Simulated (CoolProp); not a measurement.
Saturation properties of propylene.

The numbers come from the reference Helmholtz-energy equation of state, Lemmon 2013 in CoolProp.

```tsv
T (K)	p (MPa)	vapour density (kg/m³)	liquid cp (kJ/(kg K))	surface tension (mN/m)
177.5	0.005708	[?]	2.075	[?]
182.4	0.008297	0.2315	2.081	23.1
187.3	0.01179	0.3210	2.089	22.4
192.2	0.01642	0.4364	2.097	21.6
197.1	0.02243	0.5829	2.107	20.9
202	0.03011	0.7660	2.118	20.2
206.9	0.03979	[?]	2.131	[?]
211.8	0.05182	1.266	2.144	18.7
216.7	[?]	1.597	2.159	18.0
221.6	0.08443	1.991	2.175	17.3
226.5	[?]	2.457	2.193	16.6
231.4	[?]	3.002	2.212	15.9
236.3	0.1613	[?]	2.232	15.2
241.2	0.1962	4.368	2.254	14.5
```

**Question.** What belongs in the gaps?

**Answer.** 
- 177.5, vapour density (kg/m³): 0.1634
- 177.5, surface tension (mN/m): 23.9
- 206.9, vapour density (kg/m³): 0.9916
- 206.9, surface tension (mN/m): 19.5
- 216.7, p (MPa): 0.06656
- 226.5, p (MPa): 0.1059
- 231.4, p (MPa): 0.1313
- 236.3, vapour density (kg/m³): 3.636

It boils at 225.5 K under 1 atm.

Surface tension comes from a separate correlation (Mulero 2012).
